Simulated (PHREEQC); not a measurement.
Make-up at 25 °C: 0.00079 mol/kgw Ca(HCO3)2, 0.29 mol/kgw Na2SO4 and 0.0096 mol/kgw Na2SeO4. Closed to the air; pH follows from the charge balance.

All values are PHREEQC results (ion-association model, wateq4f.dat), not measurements.

This is a speciation only: nothing precipitates in the calculation.

Task: Order these C species by the share of C that they hold, largest first: HCO3-, NaCO3-, CO2, CO3-2, NaHCO3.

Result: HCO3- (86 %), NaHCO3 (9.8 %), CO2 (2.1 %), NaCO3- (1.4 %), CO3-2 (0.69 %)

Task: Order these Ca species by the share of Ca that they hold, largest first: CaHCO3+, Ca+2, CaSO4.

Result: CaSO4 (59 %), Ca+2 (40 %), CaHCO3+ (0.17 %)

The pH is 7.72 and the ionic strength 0.713 mol/kgw. The ionic strength is past about 0.7 mol/kgw, beyond the range of this activity model, so the values are rough.
